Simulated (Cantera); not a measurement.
A perfectly stirred reactor is fed with C3H8 : H2 = 5.3 : 2.1 (molar parts), at 0.570 Torr; it is held at 1923 K, and followed from long to short residence time.

Model: GRI-Mech 3.0 (53 species, 325 reactions), integrated in Cantera. GRI-Mech 3.0 was tuned for natural gas; its chemistry of propane as a main component is partial and can be far from experiment. GRI-Mech 3.0 stops at C3 and has no aromatics, soot or wall deposition, so with more carbon than oxygen in the feed, carbon stays in small species such as C2H2 where larger ones or solid carbon would form. Radical loss at walls, strong at low pressure, is not modelled.

x: mole fraction; the columns are a selection and need not sum to one.

| τ (s) | x C3H8 | x H2 | x CH2 | x C2H2 | x CH4 | x C2H | x C2H6 |
|---|---|---|---|---|---|---|---|
| 4.5 | 2.40e-5 | 0.634 | ? | 0.335 | 0.0203 | 4.25e-5 | 3.56e-6 |
| 1.3 | 8.39e-5 | 0.617 | ? | 0.331 | 0.0379 | 4.35e-5 | 1.28e-5 |
| 0.35 | 0.000311 | 0.586 | ? | 0.321 | 0.0671 | 4.71e-5 | 4.50e-5 |
| 0.099 | 0.00111 | 0.540 | ? | 0.303 | 0.107 | 5.15e-5 | 0.000141 |
| 0.028 | 0.00405 | 0.475 | ? | 0.268 | 0.152 | 5.41e-5 | 0.000415 |
| 0.0078 | 0.0158 | 0.392 | ? | 0.197 | 0.183 | 4.76e-5 | 0.00120 |
| 0.0022 | 0.0658 | 0.309 | 0.000242 | 0.0896 | 0.160 | 2.25e-5 | 0.00312 |
| 0.00061 | 0.257 | 0.266 | 0.000250 | 0.0111 | 0.0722 | 1.73e-6 | 0.00455 |

Task: Fill in the missing entries.

Result: 
- 4.5, x CH2: 2.03e-5
- 1.3, x CH2: 2.97e-5
- 0.35, x CH2: 4.45e-5
- 0.099, x CH2: 6.62e-5
- 0.028, x CH2: 0.000101
- 0.0078, x CH2: 0.000159
